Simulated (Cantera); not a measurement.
Input: 1 mol C, 0.053 mol NH3, 0.38 mol H2, held at 2600 K and 75.0 Pa.

Cantera equilibrium calculation (NASA polynomials, part measured and part estimated; ideal gas, pure solids and liquids). Equilibrium is a limit: real reactors are often held back by kinetics, nucleation or transport.

```tsv
species	before	after
H2	0.250	0.868
H	0.701	0.0762
N2	0.0300	0.0505
C2	0.000277	9.98e-9
C3	0.00295	1.17e-7
C5	1.34e-5	<1e-9
C	0.000832	1.11e-7
CH	1.10e-5	1.29e-8
C2H	0.00100	1.75e-6
C(graphite), mol	0.977	0.997
```
Gas species are given as mole fractions.

Q: Name the change that produced these shifts.
A. temperature from 2600 K to 1048.15 K
B. C replaced by C3H8
C. temperature from 2600 K to 650 K
D. temperature from 2600 K to 2048 K

A: D, temperature from 2600 K to 2048 K
